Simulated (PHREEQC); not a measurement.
A column of 1 m (40 cells, dispersivity 0.035 m, 3600 s a shift, diffusion coefficient 3e-10 m²/s) holds 0.028 eq of the database's cation exchanger X per kg of pore water, first in equilibrium with 0.00096 mol (NH4)2SO4 and 1e-05 mol HCl per kg of water. It is flushed with 29 mmol/kgw MgSO4, 0.81 mmol/kgw CaCl2 and 0.01 mmol/kgw HCl, at 25 °C. Values are for the last cell. No CO2 enters from the air. No solid was allowed to form.

All values are PHREEQC results (ion-association model, phreeqc.dat), not measurements.

| pore volumes | Mg in solution (mol/kgw) | Ca in solution (mol/kgw) | NH4 in solution (mol/kgw) | Cl in solution (mol/kgw) |
|---|---|---|---|---|
| 0 | 0 | 0 | 0.00192 | 1.00e-5 |
| 0.2125 | 0 | 0 | 0.00192 | 1.00e-5 |
| 0.5125 | 0 | 0 | 0.00231 | 2.08e-5 |
| 0.8125 | 5.70e-11 | 0 | 0.0166 | 0.000423 |
| 1.012 | 0.000164 | 6.48e-8 | 0.0345 | 0.000935 |
| 1.212 | 0.00581 | 2.24e-5 | 0.0368 | 0.00132 |
| 1.512 | 0.0189 | 0.000220 | 0.0190 | 0.00156 |
| 1.812 | 0.0255 | 0.000464 | 0.00722 | 0.00162 |
| 2.013 | 0.0274 | 0.000586 | 0.00349 | 0.00163 |
| 2.212 | 0.0283 | 0.000672 | 0.00162 | 0.00163 |
| 2.513 | 0.0288 | 0.000747 | 0.000484 | 0.00163 |
| 2.812 | 0.0290 | 0.000783 | 0.000138 | 0.00163 |
| 3.013 | 0.0290 | 0.000795 | 5.84e-5 | 0.00163 |
